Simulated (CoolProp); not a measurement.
Vapour-liquid equilibrium of cyclohexane (1) + dimethyl carbonate (2) at 143.85 °C; x and y are mole fractions of (1).

Model: multi-fluid Helmholtz-energy mixture model, Zhou 2014 and Zhou 2011; pair parameters Bell 2016, in CoolProp.

```
x     bubble pressure (MPa)  y at the bubble point  dew pressure at overall composition x (MPa)  liquid density (mol/L)
----  ---------------------  ---------------------  -------------------------------------------  ----------------------
0.05                 0.4776                  0.125                                       0.4514                   9.737
0.2                       …                  0.338                                            …                   9.250
0.35                 0.5995                  0.451                                       0.5650                       …
0.5                  0.6148                  0.531                                       0.6107                   8.470
0.65                 0.6132                      …                                            …                   8.180
0.8                       …                      …                                       0.5597                       …
0.95                 0.5262                  0.892                                       0.5055                   7.782
```

**Question.** What belongs in the gaps?

**Answer.** 
- 0.2, bubble pressure (MPa): 0.5602
- 0.2, dew pressure at overall composition x (MPa): 0.5059
- 0.35, liquid density (mol/L): 8.827
- 0.65, y at the bubble point: 0.608
- 0.65, dew pressure at overall composition x (MPa): 0.6059
- 0.8, bubble pressure (MPa): 0.5905
- 0.8, y at the bubble point: 0.708
- 0.8, liquid density (mol/L): 7.953

y crosses x between x = 0.5 and 0.65: the model has an azeotrope there.

Pair parameters are fitted to limited data, so mixtures are less certain than the pure fluids.
